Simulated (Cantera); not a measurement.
## Equilibrium for silicon epitaxy and polysilicon growth: SiHCl3 + HCl + H2

A closed system holds: 1 mol SiHCl3, 1.2 mol HCl, 990 mol H2, held at 1700 K and 19.0 mbar.

Equilibrium computed with Cantera from the NASA thermochemical tables; the gas is ideal and each condensed phase is pure. Candidate condensed phases: Si; 19 gas species. Gases not in the tables: Si2H6 and higher silanes. Equilibrium is a limit: real reactors are often held back by kinetics, nucleation or transport.

```json
{
  "x(H2)": "0.995",
  "x(HCl)": "0.00410",
  "x(H)": "0.00107",
  "x(SiCl2)": "6.05e-5",
  "x(Si)": "3.57e-5",
  "x(SiH2)": "1.41e-5",
  "x(SiH)": "7.60e-6",
  "x(Cl)": "3.42e-6",
  "x(SiCl)": "3.28e-6",
  "n(Si(l))": "0.879 mol",
  "gas_amount": "993.8 mol"
}
```
